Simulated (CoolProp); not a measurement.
Vapour-liquid equilibrium of C2F6 (R116) (1) + propylene (2) at 231.5 K; x and y are mole fractions of (1).

Values from CoolProp's multi-fluid Helmholtz-energy mixture model, Lemmon 2006 and Lemmon 2013; pair parameters Bell 2016.

```
x     bubble pressure, mixture model (MPa)  bubble pressure, Raoult's law (MPa)  y, mixture model  y, Raoult's law
----  ------------------------------------  -----------------------------------  ----------------  ---------------
0.05                                0.2718                               0.1507             0.517            0.169
0.15                                0.4175                               0.1884             0.694            0.405
0.25                                0.4696                               0.2261             0.735            0.563
0.35                                0.4862                               0.2638             0.748            0.675
0.45                                0.4931                               0.3015             0.754            0.759
0.55                                0.4996                               0.3392        (withheld)            0.825
0.65                                0.5081                               0.3769             0.778            0.878
0.75                                0.5172                               0.4146             0.807            0.920
0.85                                0.5228                               0.4523        (withheld)            0.956
0.95                            (withheld)                               0.4900             0.939            0.987
```

Fill in the missing entries.


- 0.55, y, mixture model: 0.762
- 0.85, y, mixture model: 0.856
- 0.95, bubble pressure, mixture model (MPa): 0.5181

The largest gap from Raoult's law is +121.6 % in bubble pressure, at x = 0.15. y crosses x between x = 0.85 and 0.95: the model has an azeotrope there.

The pair parameters rest on a limited set of measurements; away from them the model extrapolates. With so large a gap from Raoult's law the liquid may split in two, which this calculation doesn't test in full.
